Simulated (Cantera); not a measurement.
Charge: 1 mol B2O3, 4.5 mol N2, held at 1877 °C and 0.860 bar.

Equilibrium computed with Cantera from the NASA thermochemical tables; the gas is ideal and each condensed phase is pure. Candidate condensed phases: B, BN, B2O3; 17 gas species. Rates play no part.

Task: What is the equilibrium state?

Result: 
- x(N2) = 0.818
- x(B2O3) = 0.181
- x(BO2) = 0.000912
- x(BO) = 0.000559
- x(B2O2) = 0.000208
- x(NO) = 2.68e-5
- x(O) = 2.26e-6
- x(O2) = 1.15e-6
- gas amount = 5.504 mol
- log10 activity of B(s) (absent) = -5.00
